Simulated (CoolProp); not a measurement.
Vapour-liquid equilibrium of R1234yf (1) + R134a (2) at 6.75 °C; x and y are mole fractions of (1).

The numbers come from the multi-fluid Helmholtz-energy mixture model, Lemmon 2022 and Tillner-Roth 1994; pair parameters Bell 2022 in CoolProp.

```json
[
 {"x": "0.05", "bubble pressure (MPa)": "0.3773", "y at the bubble point": "0.063", "dew pressure at overall composition x (MPa)": "0.3761", "liquid density (mol/L)": "12.32"},
 {"x": "0.2", "bubble pressure (MPa)": "0.3912", "y at the bubble point": "0.229", "dew pressure at overall composition x (MPa)": "0.3890", "liquid density (mol/L)": "11.89"},
 {"x": "0.35", "bubble pressure (MPa)": "0.4003", "y at the bubble point": "0.376", "dew pressure at overall composition x (MPa)": "0.3990", "liquid density (mol/L)": "11.50"},
 {"x": "0.5", "bubble pressure (MPa)": "0.4054", "y at the bubble point": "0.513", "dew pressure at overall composition x (MPa)": "0.4051", "liquid density (mol/L)": "11.13"},
 {"x": "0.65", "bubble pressure (MPa)": "0.4068", "y at the bubble point": "0.648", "dew pressure at overall composition x (MPa)": "0.4068", "liquid density (mol/L)": "10.80"},
 {"x": "0.8", "bubble pressure (MPa)": "0.4044", "y at the bubble point": "0.789", "dew pressure at overall composition x (MPa)": "0.4041", "liquid density (mol/L)": "10.49"},
 {"x": "0.95", "bubble pressure (MPa)": "0.3979", "y at the bubble point": "0.944", "dew pressure at overall composition x (MPa)": "0.3976", "liquid density (mol/L)": "10.21"}
]
```

y crosses x between x = 0.5 and 0.65: the model has an azeotrope there.

Pair parameters are fitted to limited data, so mixtures are less certain than the pure fluids.
